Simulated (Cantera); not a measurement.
Feed: 1 mol MgO, 0.59 mol I₂, 0.73 mol O₂, equilibrated at 1423.15 K and 1.00 bar.

Equilibrium computed with Cantera from the NASA thermochemical tables; the gas is ideal and each condensed phase is pure. Candidate condensed phases: I₂, Mg, MgI₂, MgO; 10 gas species. The numbers say what is thermodynamically allowed, not how fast it happens.

Base state: O₂ 0.450, I 0.371, I₂ 0.178 (mole fractions); condensed: MgO(s).

**Question.** What changes in the equilibrium state with this change: temperature from 1423.15 K to 1025 K?

**Answer.** 
```tsv
species	before	after
O₂	0.450	0.541
I₂	0.178	0.415
I	0.371	0.0448
MgO(s), mol	1.00	1.00
```
